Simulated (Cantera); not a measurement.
Adiabatic ignition

An adiabatic, constant-volume homogeneous reactor starts with CO : H₂ : CH₄ : O₂ : N₂ : CO₂ = 1 : 0.079 : 0.039 : 0.846 : 3.18 : 0.066 (molar parts), equivalence ratio 0.73, at 1550 K and 100000 Pa.

Model: GRI-Mech 3.0 (53 species, 325 reactions), integrated in Cantera.

```tsv
t (s)	T (K)	P (bar)	x CO	x H₂	x CH₄	x CO₂	x OH
1.00e-6	1550	1.00	0.192	0.0152	0.00749	0.0127	2.88e-8
2.85e-6	1550	1.00	0.192	0.0152	0.00749	0.0127	1.60e-7
8.11e-6	1550	1.00	0.192	0.0152	0.00748	0.0127	1.26e-6
2.31e-5	1551	1.00	0.192	0.0149	0.00727	0.0129	8.87e-5
6.58e-5	1982	1.27	0.119	0.00281	<1e-12	0.0950	0.00846
0.000187	2523	1.56	0.0913	0.00222	<1e-12	0.130	0.0118
0.000534	2801	1.70	0.0719	0.00158	<1e-12	0.153	0.0113
0.00152	2801	1.70	0.0704	0.00155	<1e-12	0.155	0.0108
0.00433	2797	1.69	0.0701	0.00155	<1e-12	0.156	0.0107
0.0123	2796	1.69	0.0701	0.00155	<1e-12	0.156	0.0106
0.0351	2796	1.69	0.0701	0.00155	<1e-12	0.156	0.0106
0.100	2796	1.69	0.0701	0.00155	<1e-12	0.156	0.0106
```
x: mole fraction; the columns are a selection and need not sum to one.

The time of steepest temperature rise is 36.2 µs. The temperature at 0.100 s is 2796 K and the equilibrium temperature is 2796 K. The x(CO) at 0.100 s comes out as 0.0701 (gas-phase equilibrium 0.0701). The x(H₂) at 0.100 s is 0.00155 (gas-phase equilibrium 0.00155) and the x(CH₄) at 0.100 s is <1e-12 (gas-phase equilibrium <1e-12).
